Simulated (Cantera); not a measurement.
Charge: 1 mol Si, 2.2 mol Cl2, 15 mol H2, held at 1227 °C and 42000 Pa.

These are equilibrium values from Cantera (NASA tables, ideal gas, pure condensed phases), not measurements of a reactor. Candidate condensed phases: Si; 19 gas species. The tables' values for SiCl3 are old estimates; treat these amounts as uncertain. Kinetics and transport are ignored.

Base state: H2 0.823, HCl 0.118, SiCl2 0.0403, SiCl3 0.00845, SiCl4 0.00563, SiHCl3 0.00407, SiH2Cl2 0.000469, H 2.46e-5 (mole fractions); condensed: gas only.

What changes in the equilibrium state with this change: temperature from 1227 °C to 1427 °C?


| species | before | after |
|---|---|---|
| H2 | 0.823 | 0.807 |
| HCl | 0.118 | 0.134 |
| SiCl2 | 0.0403 | 0.0527 |
| SiCl | 1.15e-6 | 1.68e-5 |
| Cl | 2.84e-6 | 2.63e-5 |
| SiCl4 | 0.00563 | 0.000627 |
The tables' values for SiCl3, SiCl are old estimates; treat these amounts as uncertain.

What changes in the equilibrium state with this change: pressure from 42000 Pa to 1400000 Pa?


| species | before | after |
|---|---|---|
| H2 | 0.823 | 0.859 |
| HCl | 0.118 | 0.0798 |
| SiHCl3 | 0.00407 | 0.0212 |
| SiCl2 | 0.0403 | 0.00930 |
| SiCl4 | 0.00563 | 0.0190 |
| SiH3Cl | 1.58e-5 | 0.000196 |
| SiH2Cl2 | 0.000469 | 0.00376 |
| H | 2.46e-5 | 4.36e-6 |
| SiCl3 | 0.00845 | 0.00746 |
